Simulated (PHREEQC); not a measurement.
Consider water at 25 °C with 0.0079 mol HF, 0.0046 mol KF and 0.00013 mol HCl per kg of water. Closed to the air; pH follows from the charge balance.

Equilibrium calculation in PHREEQC: ion-association model, wateq4f.dat.

This is a speciation only: nothing precipitates in the calculation.

Task: Order these F species by the share of F that they hold, largest first: HF, H2F2, F-, HF2-.

Result: HF (53 %), F- (42 %), HF2- (2.2 %), H2F2 (1.9 %)

The pH is 3.04 and the ionic strength 0.00558 mol/kgw.
